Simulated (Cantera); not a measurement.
An isothermal, constant-pressure homogeneous reactor starts with H2 : O2 : N2 = 0.13 : 1 : 0.51 (molar parts), at 1150 K and 6.53 Torr.

Detailed kinetics in Cantera: GRI-Mech 3.0 (53 species, 325 reactions). Radical loss at walls, strong at low pressure, is not modelled. The temperature is held fixed by assumption; the heat of reaction is taken as removed at once.

x: mole fraction; the columns are a selection and need not sum to one.

```json
[
 {"t (s)": "6.00e-5", "x H2": "0.0793", "x O2": "0.610", "x H": "5.58e-10", "x H2O2": "<1e-12", "x O": "1.22e-10", "x OH": "1.06e-10"},
 {"t (s)": "0.000167", "x H2": "0.0793", "x O2": "0.610", "x H": "1.53e-9", "x H2O2": "<1e-12", "x O": "8.01e-10", "x OH": "5.81e-10"},
 {"t (s)": "0.000465", "x H2": "0.0793", "x O2": "0.610", "x H": "7.35e-9", "x H2O2": "3.09e-12", "x O": "6.47e-9", "x OH": "…"},
 {"t (s)": "0.00129", "x H2": "0.0793", "x O2": "0.610", "x H": "2.59e-7", "x H2O2": "2.44e-11", "x O": "2.59e-7", "x OH": "…"},
 {"t (s)": "0.00360", "x H2": "0.0701", "x O2": "0.604", "x H": "0.00338", "x H2O2": "2.45e-8", "x O": "0.00320", "x OH": "…"},
 {"t (s)": "0.0100", "x H2": "0.00233", "x O2": "0.560", "x H": "0.0205", "x H2O2": "6.92e-8", "x O": "0.0358", "x OH": "…"},
 {"t (s)": "0.0278", "x H2": "0.00183", "x O2": "0.569", "x H": "0.0135", "x H2O2": "7.65e-8", "x O": "0.0269", "x OH": "…"},
 {"t (s)": "0.0775", "x H2": "0.000943", "x O2": "0.582", "x H": "0.00461", "x H2O2": "8.77e-8", "x O": "0.0130", "x OH": "…"},
 {"t (s)": "0.216", "x H2": "0.000223", "x O2": "0.591", "x H": "0.000506", "x H2O2": "8.07e-8", "x O": "0.00298", "x OH": "…"},
 {"t (s)": "0.600", "x H2": "3.10e-5", "x O2": "0.593", "x H": "2.62e-5", "x H2O2": "4.51e-8", "x O": "0.000415", "x OH": "…"},
 {"t (s)": "1.67", "x H2": "4.53e-6", "x O2": "0.594", "x H": "1.49e-6", "x H2O2": "1.78e-8", "x O": "6.12e-5", "x OH": "…"},
 {"t (s)": "4.64", "x H2": "8.64e-7", "x O2": "0.594", "x H": "1.26e-7", "x H2O2": "6.35e-9", "x O": "1.18e-5", "x OH": "…"},
 {"t (s)": "12.9", "x H2": "2.09e-7", "x O2": "0.594", "x H": "1.51e-8", "x H2O2": "2.22e-9", "x O": "2.87e-6", "x OH": "…"},
 {"t (s)": "35.9", "x H2": "5.91e-8", "x O2": "0.594", "x H": "2.31e-9", "x H2O2": "7.84e-10", "x O": "8.19e-7", "x OH": "…"},
 {"t (s)": "100", "x H2": "1.89e-8", "x O2": "0.594", "x H": "4.19e-10", "x H2O2": "2.87e-10", "x O": "2.63e-7", "x OH": "…"}
]
```

Question: Some entries are withheld; supply them.

Answer: 
- 0.000465, x OH: 3.93e-9
- 0.00129, x OH: 1.50e-7
- 0.00360, x OH: 0.00172
- 0.0100, x OH: 0.00376
- 0.0278, x OH: 0.00335
- 0.0775, x OH: 0.00242
- 0.216, x OH: 0.00118
- 0.600, x OH: 0.000440
- 1.67, x OH: 0.000170
- 4.64, x OH: 7.45e-5
- 12.9, x OH: 3.68e-5
- 35.9, x OH: 1.96e-5
- 100, x OH: 1.11e-5
